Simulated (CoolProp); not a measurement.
R143a at 298.15 K and 0.414 MPa flows at 17 m/s in a round tube of 1 mm bore and 1.5 µm roughness, fully developed (64/Re and Nu = 3.66 if laminar; Colebrook and Gnielinski if turbulent). Each further row changes one setting.

Model: reference Helmholtz-energy equation of state, Lemmon and Jacobsen 2000, in CoolProp.

```tsv
case	Reynolds number	Darcy friction factor	pressure drop (Pa/m)	heat-transfer coefficient (W/(m² K))	mass flow (kg/h)
as stated	23000	0.0282	61700	1010	0.727
velocity 34 m/s	46000	0.0256	224000	1860	1.45
diameter 2 mm	46000	0.0236	25800	852	2.91
```

Viscosity comes from a separate model (Klein 1997), an estimate that may be off by 10 % or more. Thermal conductivity comes from a separate model (McLinden 2000), an estimate that may be off by 10 % or more.
